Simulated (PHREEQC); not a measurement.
Solution (20 °C): 0.037 mol KH2PO4 and 3.8e-05 mol Na2SO4 per kg of water. Closed to the air; pH follows from the charge balance.

Computed with PHREEQC (ion-association model, phreeqc.dat).

```json
[
 {"quantity": "pH", "before": "4.58", "after": "7.08"},
 {"quantity": "ionic strength (mol/kgw)", "before": "0.0373", "after": "0.000114"},
 {"quantity": "SO4-2 (mol/kgw)", "before": "3.39e-5", "after": "3.80e-5"},
 {"quantity": "HSO4- (mol/kgw)", "before": "4.74e-8", "after": "2.64e-10"}
]
```

Problem. Which change was made?
(A) Na2SO4 replaced by FeSO4 at the same molality
(B) KH2PO4 left out
(C) temperature from 20 to 30 °C
(D) KH2PO4 from 0.037 to 0.074 mol/kgw

Solution. B, KH2PO4 left out

No solid was allowed to form.
